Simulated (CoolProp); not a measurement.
Properties of isopentane along the isotherm 476.5 K (Tc = 460.3 K, pc = 3378 kPa, ω = 0.227).

Values from CoolProp's reference Helmholtz-energy equation of state, Lemmon 2006. It is a short technical equation, of lower accuracy than the large ones.

```json
[
 {"p (kPa)": "633", "phase": "gas", "cp (kJ/(kg K))": "2.500", "expansivity (1/kK)": "2.569", "fugacity coefficient": "___"},
 {"p (kPa)": "1270", "phase": "gas", "cp (kJ/(kg K))": "2.578", "expansivity (1/kK)": "3.258", "fugacity coefficient": "0.8870"},
 {"p (kPa)": "1900", "phase": "gas", "cp (kJ/(kg K))": "2.697", "expansivity (1/kK)": "4.324", "fugacity coefficient": "0.8322"},
 {"p (kPa)": "2530", "phase": "gas", "cp (kJ/(kg K))": "2.905", "expansivity (1/kK)": "___", "fugacity coefficient": "___"},
 {"p (kPa)": "3170", "phase": "gas", "cp (kJ/(kg K))": "3.377", "expansivity (1/kK)": "10.43", "fugacity coefficient": "___"},
 {"p (kPa)": "3800", "phase": "supercritical", "cp (kJ/(kg K))": "5.170", "expansivity (1/kK)": "26.34", "fugacity coefficient": "___"},
 {"p (kPa)": "4430", "phase": "supercritical", "cp (kJ/(kg K))": "7.149", "expansivity (1/kK)": "39.81", "fugacity coefficient": "0.6052"},
 {"p (kPa)": "5070", "phase": "supercritical", "cp (kJ/(kg K))": "4.512", "expansivity (1/kK)": "14.51", "fugacity coefficient": "___"}
]
```

Some entries are withheld; supply them.


- 633, fugacity coefficient: 0.9432
- 2530, expansivity (1/kK): 6.203
- 2530, fugacity coefficient: 0.7777
- 3170, fugacity coefficient: 0.7222
- 3800, fugacity coefficient: 0.6660
- 5070, fugacity coefficient: 0.5491

The peak of cp marks the crossing from liquid-like to gas-like fluid above the critical point.
